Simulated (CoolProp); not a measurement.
Aqueous ammonia as a coolant, at 29 °C, 1 atm.

Computed with CoolProp (Melinder's fits for secondary coolants).

```
mass %  freezing point (°C)  viscosity (mPa s)  density (kg/m³)  cp (kJ/(kg K))  conductivity (W/(m K))
------  -------------------  -----------------  ---------------  --------------  ----------------------
3.8                    -4.5              0.874            979.1           4.185                   0.585
5.7                    -7.0                  …            971.3           4.188                   0.573
7.5                    -9.6              0.887                …           4.190                   0.562
9.3                       …              0.894            957.0           4.191                       …
11.1                  -15.5              0.906            950.1           4.193                   0.541
12.9                  -18.9              0.923            943.4           4.194                   0.531
14.7                  -22.6              0.944            936.8           4.196                   0.521
16.5                  -26.8                  …            930.4           4.198                   0.511
18.3                      …              0.984            924.1           4.201                   0.502
20.1                  -36.8              0.999            917.8           4.204                       …
21.9                  -42.8               1.01            911.7           4.208                   0.487
23.7                  -49.8               1.01                …           4.213                   0.480
```

Problem. Complete the blanks.

Solution. 
- 5.7, viscosity (mPa s): 0.882
- 7.5, density (kg/m³): 964.0
- 9.3, freezing point (°C): -12.4
- 9.3, conductivity (W/(m K)): 0.551
- 16.5, viscosity (mPa s): 0.965
- 18.3, freezing point (°C): -31.5
- 20.1, conductivity (W/(m K)): 0.494
- 23.7, density (kg/m³): 905.8
